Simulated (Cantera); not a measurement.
A closed system holds: 1 mol SiH₂Cl₂, 2.5 mol N₂, 86 mol H₂, held at 1050 K and 0.133 bar.

Method: chemical equilibrium by Gibbs-energy minimisation in Cantera with the NASA 1993 tables (ideal gas, pure condensed phases). Candidate condensed phases: NH₄Cl, Si, Si₃N₄; 28 gas species. N₂ is the only nitrogen source here; it is nearly inert below about 1500 K, so the nitride shown seldom forms there in practice. The numbers say what is thermodynamically allowed, not how fast it happens.

Base state: H₂ 0.957, HCl 0.0223, N₂ 0.0204 (mole fractions); condensed: Si₃N₄(s).

Q: What changes in the equilibrium state with this change: SiH₂Cl₂ replaced by Si₂Cl₆?

A: 
| species | before | after |
|---|---|---|
| H₂ | 0.957 | 0.921 |
| HCl | 0.0223 | 0.0663 |
| N₂ | 0.0204 | 0.0130 |
| SiCl₄ | 4.56e-7 | 5.25e-5 |
| Si₃N₄(s), mol | 0.333 | 0.665 |
The feed counts by its element totals alone.
